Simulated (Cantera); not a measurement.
A perfectly stirred reactor is fed with CH₄ : H₂ = 0.0021 : 1 (molar parts), at 10000 Pa; it is held at 1523 K, and followed from long to short residence time.

Model: GRI-Mech 3.0 (53 species, 325 reactions), integrated in Cantera. GRI-Mech 3.0 stops at C3 and has no aromatics, soot or wall deposition, so with more carbon than oxygen in the feed, carbon stays in small species such as C2H2 where larger ones or solid carbon would form.

What does this change do: temperature 1523 to 2850 K?


```json
[
 {"quantity": "x(CH₄) at τ = 0.410 s", "before": "0.00209", "after": "1.06e-6"},
 {"quantity": "x(H₂) at τ = 0.410 s", "before": "0.998", "after": "0.738"},
 {"quantity": "x(C₂H₂) at τ = 0.410 s", "before": "1.34e-6", "after": "0.000849"},
 {"quantity": "x(CH₃) at τ = 0.410 s", "before": "2.45e-6", "after": "6.13e-6"},
 {"quantity": "x(C₂H₆) at τ = 0.410 s", "before": "5.44e-9", "after": "<1e-12"},
 {"quantity": "x(CH₄) at τ = 14.0 ms", "before": "0.00210", "after": "1.10e-5"},
 {"quantity": "x(H₂) at τ = 14.0 ms", "before": "0.998", "after": "0.825"},
 {"quantity": "x(C₂H₂) at τ = 14.0 ms", "before": "2.63e-11", "after": "0.000878"},
 {"quantity": "x(CH₃) at τ = 14.0 ms", "before": "2.25e-7", "after": "3.80e-5"},
 {"quantity": "x(C₂H₆) at τ = 14.0 ms", "before": "7.30e-11", "after": "5.49e-12"}
]
```
